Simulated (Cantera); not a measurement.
**Dilute partial oxidation**

A perfectly stirred reactor is fed with CH3OH : O2 : N2 = 0.017 : 0.01 : 1 (molar parts), equivalence ratio 2.6, at 1.20 bar; it is held at 1475 K, and followed from long to short residence time.

Computed with Cantera and GRI-Mech 3.0 (53 species, 325 reactions). GRI-Mech 3.0 was tuned for natural gas; its chemistry of methanol as a main component is partial and can be far from experiment.

```json
[
 {"τ (s)": "0.81", "x CH3OH": "1.19e-6", "x O2": "2.04e-5", "x CO2": "0.00404", "x C2H2": "2.77e-6", "x NO": "1.07e-6", "x HO2": "7.06e-9"},
 {"τ (s)": "0.31", "x CH3OH": "2.31e-6", "x O2": "3.94e-5", "x CO2": "0.00395", "x C2H2": "4.35e-6", "x NO": "1.37e-6", "x HO2": "1.47e-8"},
 {"τ (s)": "0.12", "x CH3OH": "4.40e-6", "x O2": "7.43e-5", "x CO2": "0.00380", "x C2H2": "5.91e-6", "x NO": "1.65e-6", "x HO2": "3.09e-8"},
 {"τ (s)": "0.046", "x CH3OH": "8.32e-6", "x O2": "0.000138", "x CO2": "0.00355", "x C2H2": "7.19e-6", "x NO": "1.88e-6", "x HO2": "6.73e-8"},
 {"τ (s)": "0.017", "x CH3OH": "1.63e-5", "x O2": "0.000261", "x CO2": "0.00316", "x C2H2": "8.08e-6", "x NO": "2.04e-6", "x HO2": "1.61e-7"},
 {"τ (s)": "0.0067", "x CH3OH": "3.15e-5", "x O2": "0.000479", "x CO2": "0.00267", "x C2H2": "8.49e-6", "x NO": "2.09e-6", "x HO2": "4.09e-7"},
 {"τ (s)": "0.0025", "x CH3OH": "6.99e-5", "x O2": "0.000951", "x CO2": "0.00203", "x C2H2": "8.33e-6", "x NO": "1.85e-6", "x HO2": "1.34e-6"},
 {"τ (s)": "0.00097", "x CH3OH": "0.000195", "x O2": "0.00201", "x CO2": "0.00131", "x C2H2": "6.69e-6", "x NO": "1.01e-6", "x HO2": "6.33e-6"},
 {"τ (s)": "0.00037", "x CH3OH": "0.00638", "x O2": "0.00670", "x CO2": "0.000281", "x C2H2": "5.20e-9", "x NO": "1.62e-9", "x HO2": "0.000184"}
]
```
x: mole fraction; the columns are a selection and need not sum to one.
